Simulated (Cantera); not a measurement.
Cantera with NASA thermochemical tables; ideal gases at 1 bar, condensed phases pure. Values are per mole of reaction as written; species without (g) are pure solids or liquids, kept so even where they would boil at 1 bar.

LiOH ⇌ Li(g) + OH(g)

```
T (K)  ΔH° (kJ)  ΔS° (J/K)  ΔG° (kJ)  log10 K
-----  --------  ---------  --------  -------
1048          ?          ?         ?        ?
1073      644.9      227.7     400.6   -19.50
1098          ?          ?         ?        ?
1123      643.1      226.1     389.2   -18.10
1148      642.3      225.3     383.6   -17.45
1173          ?          ?         ?        ?
1198          ?          ?         ?        ?
1223      639.7      223.1     366.8   -15.66
1248      638.8      222.4     361.2   -15.12
```

Q: Fill in the missing entries.

A: 
- 1048, ΔH° (kJ): 645.8
- 1048, ΔS° (J/K): 228.5
- 1048, ΔG° (kJ): 406.3
- 1048, log10 K: -20.25
- 1098, ΔH° (kJ): 644.0
- 1098, ΔS° (J/K): 226.9
- 1098, ΔG° (kJ): 394.9
- 1098, log10 K: -18.78
- 1173, ΔH° (kJ): 641.4
- 1173, ΔS° (J/K): 224.6
- 1173, ΔG° (kJ): 377.9
- 1173, log10 K: -16.83
- 1198, ΔH° (kJ): 640.5
- 1198, ΔS° (J/K): 223.9
- 1198, ΔG° (kJ): 372.3
- 1198, log10 K: -16.23
